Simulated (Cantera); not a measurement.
Input (Python, Cantera):

```python
import numpy as np
import cantera as ct

gas = ct.Solution("gri30.yaml")
gas.TPX = 2148, 2700000, {'CH4': 1, 'H2O': 1.1}
reactor = ct.IdealGasConstPressureReactor(gas, energy="off", clone=False)
net = ct.ReactorNet([reactor])
net.rtol, net.atol = 1e-08, 1e-18
show = ['CH4', 'H2O', 'H2', 'H', 'C2H4', 'OH']
times = np.geomspace(0.0001, 3, 12)

steps = ct.SolutionArray(gas, extra=["t"])
rows = []
print(f"{'t/s':>10s}{'T/K':>9s}{'P/Pa':>11s}" + "".join(f"{s:>11s}" for s in show))
for t in times:
    while net.time < t:
        t_next = net.step()
        steps.append(gas.state, t=t_next)
    rows.append([np.interp(t, steps.t, y) for y in (steps.T, steps.P, *steps(*show).X.T)])
    print(f"{t:10.3e}{rows[-1][0]:9.1f}{rows[-1][1]:11.4g}" + "".join(f"{x:11.3e}" for x in rows[-1][2:]))
rate = np.gradient(steps.T, steps.t)
print("integrator steps:", len(steps.t))
if steps.T.max() > steps.T[0] + 200:
    print(f"time of steepest temperature rise: {steps.t[rate.argmax()]:.4e} s")
gas.TPX = 2148, 2700000, {'CH4': 1, 'H2O': 1.1}
gas.equilibrate("TP")
print(f"equilibrium (TP): T = {gas.T:.1f} K  " + "  ".join(f"{s} {gas[s].X[0]:.3e}" for s in show))
```

It prints:

```
       t/s      T/K       P/Pa        CH4        H2O         H2          H       C2H4         OH
 1.000e-04   2148.0    2.7e+06  4.043e-02  2.999e-01  4.936e-01  5.762e-04  4.822e-03  4.461e-05
 2.553e-04   2148.0    2.7e+06  3.241e-02  2.397e-01  5.456e-01  6.054e-04  4.107e-03  3.397e-05
 6.517e-04   2148.0    2.7e+06  2.666e-02  1.684e-01  6.038e-01  6.323e-04  2.936e-03  2.259e-05
 1.664e-03   2148.0    2.7e+06  1.966e-02  1.044e-01  6.571e-01  6.566e-04  1.663e-03  1.338e-05
 4.247e-03   2148.0    2.7e+06  1.257e-02  6.011e-02  6.955e-01  6.741e-04  7.007e-04  7.483e-06
 1.084e-02   2148.0    2.7e+06  6.435e-03  3.570e-02  7.182e-01  6.846e-04  1.868e-04  4.374e-06
 2.767e-02   2148.0    2.7e+06  1.917e-03  2.538e-02  7.293e-01  6.898e-04  1.686e-05  3.086e-06
 7.064e-02   2148.0    2.7e+06  1.403e-04  2.304e-02  7.324e-01  6.915e-04  9.311e-08  2.796e-06
 1.803e-01   2148.0    2.7e+06  5.401e-05  2.295e-02  7.325e-01  6.916e-04  1.408e-08  2.785e-06
 4.604e-01   2148.0    2.7e+06  5.399e-05  2.295e-02  7.325e-01  6.916e-04  1.407e-08  2.785e-06
 1.175e+00   2148.0    2.7e+06  5.399e-05  2.295e-02  7.325e-01  6.916e-04  1.407e-08  2.785e-06
 3.000e+00   2148.0    2.7e+06  5.399e-05  2.295e-02  7.325e-01  6.916e-04  1.407e-08  2.785e-06
integrator steps: 2108
equilibrium (TP): T = 2148.0 K  CH4 5.956e-05  H2O 2.295e-02  H2 7.325e-01  H 6.916e-04  C2H4 1.687e-08  OH 2.786e-06
```

Model: GRI-Mech 3.0 (53 species, 325 reactions), integrated in Cantera. The pressure lies above the range GRI-Mech 3.0 was tuned for (to about 10 atm).
